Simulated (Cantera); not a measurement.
An isothermal, constant-pressure homogeneous reactor starts with N2O : H2O = 1 : 0.07 (molar parts), at 1448 K and 90.0 Torr. Integrator tolerance rtol = 1e-08.

Cantera simulation using GRI-Mech 3.0 (53 species, 325 reactions); the numbers are that mechanism's predictions, not measurements. GRI-Mech 3.0 was tuned for natural gas; its chemistry of N2O as a main component is partial and can be far from experiment. The temperature is held fixed by assumption; the heat of reaction is taken as removed at once.

Question: What does this change do: N2O 1 to 0.22 parts?

Answer: 
| quantity | before | after |
|---|---|---|
| x(N2O) at 2.00 s | 0.000826 (gas-phase equilibrium 2.03e-8) | 5.81e-5 (gas-phase equilibrium 1.63e-8) |
| x(H2O) at 2.00 s | 0.0446 (gas-phase equilibrium 0.0446) | 0.175 (gas-phase equilibrium 0.175) |
| x(NO2) at 2.00 s | 0.000221 (gas-phase equilibrium 2.80e-6) | 0.000172 (gas-phase equilibrium 2.25e-6) |
| x(NO) at 2.00 s | 0.106 (gas-phase equilibrium 0.00104) | 0.0751 (gas-phase equilibrium 0.000902) |
| x(O2) at 2.00 s | 0.265 (gas-phase equilibrium 0.318) | 0.237 (gas-phase equilibrium 0.275) |
| x(H) at 2.00 s | 2.14e-8 (gas-phase equilibrium 1.23e-8) | 2.81e-8 (gas-phase equilibrium 2.53e-8) |

Question: What does this change do: temperature 1448 to 1550 K?

Answer: 
```
quantity                                            before                                     after
----------------  ----------------------------------------  ----------------------------------------
x(N2O) at 2.00 s  0.000826 (gas-phase equilibrium 2.03e-8)   4.14e-6 (gas-phase equilibrium 3.24e-8)
x(H2O) at 2.00 s     0.0446 (gas-phase equilibrium 0.0446)     0.0445 (gas-phase equilibrium 0.0445)
x(NO2) at 2.00 s  0.000221 (gas-phase equilibrium 2.80e-6)  0.000227 (gas-phase equilibrium 3.38e-6)
x(NO) at 2.00 s      0.106 (gas-phase equilibrium 0.00104)     0.129 (gas-phase equilibrium 0.00172)
x(O2) at 2.00 s        0.265 (gas-phase equilibrium 0.318)       0.253 (gas-phase equilibrium 0.318)
x(H) at 2.00 s     2.14e-8 (gas-phase equilibrium 1.23e-8)   8.87e-8 (gas-phase equilibrium 8.34e-8)
```
